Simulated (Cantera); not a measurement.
A closed system holds: 1 mol B2O3, 15 mol N2, 0.36 mol H2, equilibrated at 1673 K.

Method: chemical equilibrium by Gibbs-energy minimisation in Cantera with the NASA 1993 tables (ideal gas, pure condensed phases). Candidate condensed phases: B, BN, B2O3, B3O3H3, H2O; 39 gas species. Mutual solubility and eutectic melting of coexisting phases are not modelled. Gases not in the tables: H3BO3. Rates play no part.

x: gas mole fraction; n: condensed amount in mol.

```tsv
P (Pa)	x N2	x B2O3	x H2	x HBO2	x BO	x HBO	x B2O2	n B2O3(l)	n BN(s)
10	0.914	0.0516	0.0155	0.00918	0.00416	0.00220	0.00153	0	0
37	0.915	0.0524	0.0160	0.00851	…	0.00249	…	0	0
140	0.916	0.0529	0.0163	0.00814	0.00132	0.00267	0.00215	0	0
520	0.916	0.0531	0.0165	0.00794	0.000707	0.00278	0.00230	0	0
1900	0.945	0.0268	0.0187	0.00539	0.000293	0.00234	0.00144	0.489	0
7200	0.967	…	0.0211	…	…	…	…	…	…
27000	0.973	0.00188	0.0220	0.00184	1.73e-5	0.000568	7.17e-5	0.948	0.00678
100000	0.975	0.000508	0.0225	0.00121	3.76e-6	0.000240	1.25e-5	0.978	0.00646
```

Problem. What belongs in the gaps?

Solution. 
- 7200, x B2O3: 0.00706
- 7200, x HBO2: 0.00280
- 7200, x BO: 8.11e-5
- 7200, x HBO: 0.00134
- 7200, x B2O2: 0.000419
- 7200, n B2O3(l): 0.850
- 7200, n BN(s): 0.00344
- 37, x BO: 0.00241
- 37, x B2O2: 0.00190
